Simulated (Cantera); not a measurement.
A Cantera script and its output.

```python
import numpy as np
import cantera as ct

gas = ct.Solution("gri30.yaml")


def delay(T, t_max=10):
    gas.TPX = T, 320000, {'CH4': 1, 'H2': 0.085, 'O2': 2.67, 'N2': 10.1}
    reactor = ct.IdealGasReactor(gas, clone=False)
    net = ct.ReactorNet([reactor])
    net.rtol, net.atol = 1e-8, 1e-16
    while net.time < t_max:
        t_old, T_old = net.time, reactor.T
        net.step()
        if reactor.T > T + 400:  # ignition: a rise of 400 K
            return t_old + (T + 400 - T_old) / (reactor.T - T_old) * (net.time - t_old)
    return np.nan


taus = []
for T in [898, 998, 1098, 1198, 1298, 1398, 1498]:
    taus.append(delay(T))
    print(f"T0 = {T:6g} K   tau = {taus[-1]:.4e} s")
```

Result:

```
T0 =    898 K   tau = 4.3796e-01 s
T0 =    998 K   tau = 5.0433e-02 s
T0 =   1098 K   tau = 1.5157e-02 s
T0 =   1198 K   tau = 5.4149e-03 s
T0 =   1298 K   tau = 1.9224e-03 s
T0 =   1398 K   tau = 7.0733e-04 s
T0 =   1498 K   tau = 2.8094e-04 s
```

Detailed kinetics in Cantera: GRI-Mech 3.0 (53 species, 325 reactions). Below about 1000 K GRI-Mech 3.0 lacks low-temperature oxidation paths. Below about 950 K walls govern HO2 and H2O2 in real vessels.
